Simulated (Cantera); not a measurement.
Source: NASA polynomial tables (part measured, part estimated), evaluated in Cantera. Values are per mole of reaction as written; species without (g) are pure solids or liquids, kept so even where they would boil at 1 bar.

### Question
Between 300 and 1950 K, where is each reaction favourable under standard conditions?
- C + 2 NO(g) → 2 N(g) + CO2(g)
- C + 2 N2O(g) → 2 N2(g) + CO2(g)
- 3 NO(g) → 3 N(g) + O3(g)

### Answer
- C + 2 NO(g) → 2 N(g) + CO2(g): ΔG° is 341 kJ at 300 K and 170 kJ at 1950 K; it stays positive (K < 1). ΔH° is 380 kJ and ΔS° 108 J/K at 1950 K.
- C + 2 N2O(g) → 2 N2(g) + CO2(g): ΔG° is -602 kJ at 300 K and -843 kJ at 1950 K; it stays negative (K > 1). ΔH° is -574 kJ and ΔS° 138 J/K at 1950 K.
- 3 NO(g) → 3 N(g) + O3(g): ΔG° is 1266 kJ at 300 K and 1123 kJ at 1950 K; it stays positive (K < 1). ΔH° is 1313 kJ and ΔS° 97 J/K at 1950 K.
